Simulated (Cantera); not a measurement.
An isothermal, constant-pressure homogeneous reactor starts with 0.159 % CO, 0.446 % O₂, 0.238 % H₂O, 99.2 % N₂, at 1223 K and 720000 Pa.

Cantera simulation using GRI-Mech 3.0 (53 species, 325 reactions); the numbers are that mechanism's predictions, not measurements.

x: mole fraction; the columns are a selection and need not sum to one.

| t (s) | x CO | x O₂ | x H₂O | x H₂O₂ | x OH |
|---|---|---|---|---|---|
| 0.000100 | 0.00159 | 0.00446 | 0.00238 | <1e-12 | 6.50e-11 |
| 0.000270 | 0.00159 | 0.00446 | 0.00238 | <1e-12 | 2.75e-10 |
| 0.000728 | 0.00159 | 0.00446 | 0.00238 | 1.03e-12 | 1.48e-9 |
| 0.00196 | 0.00159 | 0.00446 | 0.00238 | 1.99e-10 | 3.81e-8 |
| 0.00529 | 0.00150 | 0.00442 | 0.00237 | ? | 1.36e-6 |
| 0.0143 | 0.00114 | 0.00424 | 0.00237 | 3.45e-8 | 1.35e-6 |
| 0.0385 | 0.000596 | 0.00397 | 0.00238 | 1.71e-8 | 1.16e-6 |
| 0.104 | ? | 0.00375 | 0.00238 | ? | ? |
| 0.280 | 1.11e-5 | 0.00368 | 0.00238 | 2.69e-10 | 6.26e-7 |
| 0.756 | 1.37e-7 | 0.00367 | 0.00238 | 7.00e-11 | 3.48e-7 |
| 2.04 | 7.22e-10 | 0.00367 | 0.00238 | 1.89e-11 | 1.81e-7 |
| 5.50 | 2.93e-10 | 0.00367 | 0.00238 | 1.14e-11 | 1.40e-7 |
| 14.8 | 2.92e-10 | 0.00367 | 0.00238 | 1.14e-11 | 1.40e-7 |
| 40.0 | 2.92e-10 | 0.00367 | 0.00238 | 1.14e-11 | 1.40e-7 |

### Question
Fill in the missing entries.

### Answer

- 0.00529, x H₂O₂: 4.16e-8
- 0.104, x CO: 0.000152
- 0.104, x H₂O₂: 3.24e-9
- 0.104, x OH: 8.72e-7
